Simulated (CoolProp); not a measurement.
n-perfluorohexane at 298.15 K and 0.0247 MPa is throttled through a valve to 0.0148 MPa with no heat exchange. Each further row changes one setting.

Values from CoolProp's reference Helmholtz-energy equation of state, Gao 2022.

```json
[
 {"case": "as stated", "temperature change (K)": "?", "final density (kg/m³)": "?"},
 {"case": "outlet pressure 0.00444 MPa", "temperature change (K)": "?", "final density (kg/m³)": "?"},
 {"case": "outlet pressure 0.0192 MPa", "temperature change (K)": "?", "final density (kg/m³)": "2.66"}
]
```

Problem. Fill in the missing entries.

Solution. 
- as stated, temperature change (K): -0.3
- as stated, final density (kg/m³): 2.05
- outlet pressure 0.00444 MPa, temperature change (K): -0.5
- outlet pressure 0.00444 MPa, final density (kg/m³): 0.609
- outlet pressure 0.0192 MPa, temperature change (K): -0.1
